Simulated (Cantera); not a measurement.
# Ta + CH₄ + H₂ (tantalum, niobium, vanadium and zirconium in process gases)

Feed: 1 mol Ta, 2.8 mol CH₄, 35 mol H₂, held at 1.00 bar.

These are equilibrium values from Cantera (NASA tables, ideal gas, pure condensed phases), not measurements of a reactor. Candidate condensed phases: C, C₆H₆, C₇H₈, C₈H₁₈, Ta, TaC; 77 gas species. TaC: taken at fixed stoichiometry. Condensed phases not in the tables: Ta₂C. Equilibrium is a limit: real reactors are often held back by kinetics, nucleation or transport.

| T (K) | log p H₂ | log p CH₄ | log p H | log p C₂H₂ (acetylene) | log p CH₃ | log p C₂H₄ | n C(graphite) | n TaC(s) |
|---|---|---|---|---|---|---|---|---|
| 1348 | 0.00 | -2.24 | -5.64 | -5.92 | -6.58 | -5.73 | 1.57 | 1.00 |
| 1423 | 0.00 | -2.42 | -5.18 | -5.47 | -6.30 | -5.66 | 1.65 | 1.00 |
| 1498 | 0.00 | -2.59 | -4.77 | -5.06 | -6.05 | -5.59 | 1.69 | 1.00 |
| 1573 | 0.00 | -2.74 | -4.39 | -4.69 | -5.82 | -5.53 | 1.72 | 1.00 |
| 1648 | 0.00 | -2.87 | -4.05 | -4.35 | -5.62 | -5.48 | 1.74 | 1.00 |
| 1723 | 0.00 | -3.00 | -3.74 | -4.04 | -5.43 | -5.43 | 1.75 | 1.00 |
| 1798 | 0.00 | -3.11 | -3.45 | -3.76 | -5.26 | -5.39 | 1.75 | 1.00 |
| 1873 | 0.00 | -3.22 | -3.19 | -3.51 | -5.10 | -5.35 | 1.75 | 1.00 |
| 1948 | 0.00 | -3.31 | -2.95 | -3.27 | -4.96 | -5.31 | 1.74 | 1.00 |
| 2023 | 0.00 | -3.40 | -2.72 | -3.05 | -4.83 | -5.28 | 1.71 | 1.00 |
| 2098 | 0.00 | -3.48 | -2.51 | -2.85 | -4.70 | -5.25 | 1.67 | 1.00 |
| 2173 | 0.00 | -3.56 | -2.32 | -2.66 | -4.59 | -5.22 | 1.61 | 1.00 |
log p: log10 of the partial pressure in bar; n: condensed amount in mol.

From 1348 K to 2173 K the condensed part is C(graphite) + TaC(s).
